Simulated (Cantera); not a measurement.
An isothermal, constant-pressure homogeneous reactor starts with 99.3 % N2O, 0.695 % H2O, at 1300 K and 1200 Pa.

Model: GRI-Mech 3.0 (53 species, 325 reactions), integrated in Cantera. GRI-Mech 3.0 was tuned for natural gas; its chemistry of N2O as a main component is partial and can be far from experiment. Radical loss at walls, strong at low pressure, is not modelled. The mechanism lacks the step 2 NO + O2 → 2 NO2, which can matter for NO2 below about 1400 K. The temperature is held fixed by assumption; the heat of reaction is taken as removed at once.

Predict: x(N2O) at 5.00 s; x(H2O) at 5.00 s; x(NO2) at 5.00 s; x(O2) at 5.00 s; x(N2) at 5.00 s; x(H) at 5.00 s; x(NO) at 5.00 s.


```
Property                                             Value
----------------  ----------------------------------------
x(N2O) at 5.00 s     0.726 (gas-phase equilibrium 3.06e-9)
x(H2O) at 5.00 s   0.00632 (gas-phase equilibrium 0.00464)
x(NO2) at 5.00 s  0.000308 (gas-phase equilibrium 6.83e-7)
x(O2) at 5.00 s       0.0768 (gas-phase equilibrium 0.332)
x(N2) at 5.00 s        0.166 (gas-phase equilibrium 0.663)
x(H) at 5.00 s    7.79e-9 (gas-phase equilibrium 8.15e-10)
x(NO) at 5.00 s    0.0244 (gas-phase equilibrium 0.000459)
```
